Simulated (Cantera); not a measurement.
Input: 1 mol CuO, 9.6 mol HF, 0.32 mol H2, at 1700 K and 1.60 Pa.

These are equilibrium values from Cantera (NASA tables, ideal gas, pure condensed phases), not measurements of a reactor. Candidate condensed phases: Cu, CuF2, CuO, Cu(OH)2, Cu2O, H2O; 27 gas species. Rates play no part.

Q: What is the equilibrium state?

A: 
```json
{
  "x(HF)": "0.848",
  "x(Cu)": "0.0820",
  "x(H2O)": "0.0297",
  "x(O2)": "0.0278",
  "x(CuF)": "0.00701",
  "x(OH)": "0.00189",
  "x(O)": "0.00186",
  "x(H)": "0.00110",
  "x(H2)": "0.000894",
  "gas_amount": "11.23 mol",
  "log10 activity of Cu(l) (absent)": "-2.08",
  "log10 activity of CuF2(l) (absent)": "-11.22"
}
```
